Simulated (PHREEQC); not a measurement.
Solution (20 °C): 0.0074 mol HNO3, 0.0051 mol Al(NO3)3 and 0.0013 mol CO2 per kg of water. Closed to the air; pH follows from the charge balance.

The numbers come from PHREEQC with the ion-association model, phreeqc.dat.

Each row changes one thing in this solution. Precipitation was switched off in this run.

```json
[
 {"case": "as made", "pH": "2.19", "HCO3- (mol/kgw)": "1.01e-7", "(CO2)2 (mol/kgw)": "2.64e-8"},
 {"case": "Al(NO3)3 left out", "pH": "2.17", "HCO3- (mol/kgw)": "8.63e-8", "(CO2)2 (mol/kgw)": "2.62e-8"},
 {"case": "HNO3 from 0.0074 to 0.00814 mol/kgw", "pH": "2.15", "HCO3- (mol/kgw)": "9.15e-8", "(CO2)2 (mol/kgw)": "2.64e-8"},
 {"case": "diluted 2-fold with water", "pH": "2.48", "HCO3- (mol/kgw)": "9.33e-8", "(CO2)2 (mol/kgw)": "6.57e-9"},
 {"case": "diluted 5-fold with water", "pH": "2.86", "HCO3- (mol/kgw)": "8.62e-8", "(CO2)2 (mol/kgw)": "1.05e-9"},
 {"case": "HNO3 from 0.0074 to 0.0111 mol/kgw", "pH": "2.02", "HCO3- (mol/kgw)": "6.77e-8", "(CO2)2 (mol/kgw)": "2.64e-8"}
]
```
